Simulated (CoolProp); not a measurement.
A simple Rankine cycle with R1336mzz(E): condensing at 311.15 K, boiler at 1.52 MPa, turbine inlet 388.8 K, turbine efficiency 0.85, pump efficiency 0.6, no recuperator. Each further row changes one setting.

The numbers come from the reference Helmholtz-energy equation of state, Akasaka 2023 in CoolProp.

| case | thermal efficiency (%) | net work (kJ/kg) | heat in (kJ/kg) | turbine exit temperature (K) | volume ratio over the turbine |
|---|---|---|---|---|---|
| as stated | 10.6 | 19.9 | 188 | 345.8 | 5.81 |
| turbine inlet 408.8 K | 10.5 | 22.0 | 209 | 367.4 | 5.50 |
| condensing temperature 303.15 K | 11.8 | 23.4 | 198 | 340.5 | 7.55 |
| boiler pressure 1.06 MPa | 8.7 | 17.0 | 196 | 358.3 | 3.73 |
| turbine efficiency 0.75 | 9.3 | 17.4 | 188 | 348.6 | 5.87 |
